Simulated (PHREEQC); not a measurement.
NaF is added in steps, without added water, to 1 kg of water holding 3.5 mmol/kgw HF, 0.11 mmol/kgw KF and 0.036 mmol/kgw H4SiO4, at 65 °C. Oxygen alone is held at its pressure in air (log pO2 = -0.68). CO2 from the air is kept out. Only these solids could form: Quartz.

Base run: PHREEQC, ion-association model, phreeqc.dat. Each further column changes one thing. The table gives SiF6-2 (mol/kgw).

| NaF added (mol) | base | all activity coefficients set to 1 | database wateq4f.dat | metal-ligand complexes left out | Davies equation for every ion |
|---|---|---|---|---|---|
| 0 | 8.83e-7 | 8.09e-7 | 8.73e-7 | 8.83e-7 | 8.85e-7 |
| 0.000675 | 2.46e-6 | 2.26e-6 | 2.43e-6 | 2.46e-6 | 2.47e-6 |
| 0.00135 | 5.10e-6 | 4.71e-6 | 5.05e-6 | 5.10e-6 | 5.11e-6 |
| 0.00225 | 9.68e-6 | 9.00e-6 | 9.60e-6 | 9.70e-6 | 9.71e-6 |
| 0.002925 | 1.33e-5 | 1.24e-5 | 1.32e-5 | 1.33e-5 | 1.33e-5 |
| 0.0036 | 1.66e-5 | 1.56e-5 | 1.65e-5 | 1.67e-5 | 1.67e-5 |
| 0.004275 | 1.96e-5 | 1.84e-5 | 1.94e-5 | 1.96e-5 | 1.96e-5 |
| 0.00495 | 2.20e-5 | 2.09e-5 | 2.19e-5 | 2.21e-5 | 2.21e-5 |
| 0.00585 | 2.47e-5 | 2.35e-5 | 2.46e-5 | 2.47e-5 | 2.47e-5 |
| 0.006525 | 2.63e-5 | 2.51e-5 | 2.62e-5 | 2.63e-5 | 2.63e-5 |
| 0.0072 | 2.76e-5 | 2.65e-5 | 2.75e-5 | 2.76e-5 | 2.76e-5 |

Constants without temperature data keep their 25 °C values here. SiF6-2 is the database's only silicon fluoride. phreeqc.dat and wateq4f.dat share most of their constants, so their agreement is no independent check.
